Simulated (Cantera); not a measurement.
An adiabatic, constant-volume homogeneous reactor starts with CH4 : C2H6 : O2 : N2 : CO2 = 1 : 0.12 : 1.73 : 6.5 : 2 (molar parts), equivalence ratio 1.4, at 1273 K and 3750 Torr. Integrator tolerance rtol = 1e-08.

Cantera simulation using GRI-Mech 3.0 (53 species, 325 reactions); the numbers are that mechanism's predictions, not measurements.

### Question
What does this change do: initial temperature 1273 to 1725 K?

### Answer
```tsv
quantity	before	after
time of steepest temperature rise	0.855 ms	21.3 µs
temperature at 0.200 s	2634 K	2855 K
equilibrium temperature	2634 K	2855 K
x(CH4) at 0.200 s	<1e-12 (gas-phase equilibrium <1e-12)	<1e-12 (gas-phase equilibrium <1e-12)
x(C2H6) at 0.200 s	<1e-12 (gas-phase equilibrium <1e-12)	<1e-12 (gas-phase equilibrium <1e-12)
x(O2) at 0.200 s	0.00122 (gas-phase equilibrium 0.00122)	0.00633 (gas-phase equilibrium 0.00633)
x(NO2) at 0.200 s	3.56e-7 (gas-phase equilibrium 3.56e-7)	1.89e-6 (gas-phase equilibrium 1.89e-6)
x(C2H4) at 0.200 s	<1e-12 (gas-phase equilibrium <1e-12)	<1e-12 (gas-phase equilibrium <1e-12)
x(O) at 0.200 s	0.000286 (gas-phase equilibrium 0.000286)	0.00180 (gas-phase equilibrium 0.00180)
```

### Question
What does this change do: C2H6 0.12 to 0.088 parts?

### Answer
```
quantity                                                              before                                      after
---------------------------------  -----------------------------------------  -----------------------------------------
time of steepest temperature rise                                   0.855 ms                                    1.20 ms
temperature at 0.200 s                                                2634 K                                     2651 K
equilibrium temperature                                               2634 K                                     2651 K
x(CH4) at 0.200 s                      <1e-12 (gas-phase equilibrium <1e-12)      <1e-12 (gas-phase equilibrium <1e-12)
x(C2H6) at 0.200 s                     <1e-12 (gas-phase equilibrium <1e-12)      <1e-12 (gas-phase equilibrium <1e-12)
x(O2) at 0.200 s                     0.00122 (gas-phase equilibrium 0.00122)    0.00203 (gas-phase equilibrium 0.00203)
x(NO2) at 0.200 s                    3.56e-7 (gas-phase equilibrium 3.56e-7)    6.02e-7 (gas-phase equilibrium 6.02e-7)
x(C2H4) at 0.200 s                     <1e-12 (gas-phase equilibrium <1e-12)      <1e-12 (gas-phase equilibrium <1e-12)
x(O) at 0.200 s                    0.000286 (gas-phase equilibrium 0.000286)  0.000399 (gas-phase equilibrium 0.000399)
```
